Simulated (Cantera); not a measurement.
A Cantera script and what it prints.

```python
import numpy as np
import cantera as ct

gas_names = """
    Cu CuO Cu2 H HO2 H2 H2O H2O2 O OH O2 O3
""".split()
cond_names = """
    Cu(cr) Cu(L) CuO(s) CuO2H2(s) Cu2O(s) Cu2O(L) H2O(s) H2O(L)
""".split()


# ... load() reads the species with a 1 bar reference pressure and builds the phases ...
atoms = {
    'Cu2O': {'Cu': 2, 'O': 1},
    'H2': {'H': 2},
    'H2O': {'H': 2, 'O': 1},
}
top_T = {'CuO(s)': 1390}  # K; cautious upper limits of use, not melting points


# ... equilibrate(T, P, feed) seeds the gas with the atoms and calls Mixture.equilibrate('TP', solver="vcs", rtol=1e-11, max_steps=5000) ...
results = []
feed = {'Cu2O': 1, 'H2': 1400, 'H2O': 4}  # mol
for P in [10, 68, 460, 3200, 22000, 150000, 1000000]:
    for T in [1623, 1673, 1723, 1773, 1823, 1873, 1923, 1973, 2023, 2073, 2123, 2173, 2223]:
        mix = equilibrate(T, P, feed)
        results.append((T, P, feed, dict(zip(mix.species_names, mix.species_moles))))

for T, P, feed, n in results:
    print(f"{T:7g} {P:10.4g}  " + (" + ".join(c for c in cond_names if n.get(c, 0) > 1e-12) or "gas only"))
```

It prints:

```
   1623         10  gas only
   1673         10  gas only
   1723         10  gas only
   1773         10  gas only
   1823         10  gas only
   1873         10  gas only
   1923         10  gas only
   1973         10  gas only
   2023         10  gas only
   2073         10  gas only
   2123         10  gas only
   2173         10  gas only
   2223         10  gas only
   1623         68  gas only
   1673         68  gas only
   1723         68  gas only
   1773         68  gas only
   1823         68  gas only
   1873         68  gas only
   1923         68  gas only
   1973         68  gas only
   2023         68  gas only
   2073         68  gas only
   2123         68  gas only
   2173         68  gas only
   2223         68  gas only
   1623        460  gas only
   1673        460  gas only
   1723        460  gas only
   1773        460  gas only
   1823        460  gas only
   1873        460  gas only
   1923        460  gas only
   1973        460  gas only
   2023        460  gas only
   2073        460  gas only
   2123        460  gas only
   2173        460  gas only
   2223        460  gas only
   1623       3200  gas only
   1673       3200  gas only
   1723       3200  gas only
   1773       3200  gas only
   1823       3200  gas only
   1873       3200  gas only
   1923       3200  gas only
   1973       3200  gas only
   2023       3200  gas only
   2073       3200  gas only
   2123       3200  gas only
   2173       3200  gas only
   2223       3200  gas only
   1623    2.2e+04  Cu(L)
   1673    2.2e+04  Cu(L)
   1723    2.2e+04  Cu(L)
   1773    2.2e+04  gas only
   1823    2.2e+04  gas only
   1873    2.2e+04  gas only
   1923    2.2e+04  gas only
   1973    2.2e+04  gas only
   2023    2.2e+04  gas only
   2073    2.2e+04  gas only
   2123    2.2e+04  gas only
   2173    2.2e+04  gas only
   2223    2.2e+04  gas only
   1623    1.5e+05  Cu(L)
   1673    1.5e+05  Cu(L)
   1723    1.5e+05  Cu(L)
   1773    1.5e+05  Cu(L)
   1823    1.5e+05  Cu(L)
   1873    1.5e+05  Cu(L)
   1923    1.5e+05  Cu(L)
   1973    1.5e+05  gas only
   2023    1.5e+05  gas only
   2073    1.5e+05  gas only
   2123    1.5e+05  gas only
   2173    1.5e+05  gas only
   2223    1.5e+05  gas only
   1623      1e+06  Cu(L)
   1673      1e+06  Cu(L)
   1723      1e+06  Cu(L)
   1773      1e+06  Cu(L)
   1823      1e+06  Cu(L)
   1873      1e+06  Cu(L)
   1923      1e+06  Cu(L)
   1973      1e+06  Cu(L)
   2023      1e+06  Cu(L)
   2073      1e+06  Cu(L)
   2123      1e+06  Cu(L)
   2173      1e+06  gas only
   2223      1e+06  gas only
```

Method: chemical equilibrium by Gibbs-energy minimisation in Cantera with the NASA 1993 tables (ideal gas, pure condensed phases).
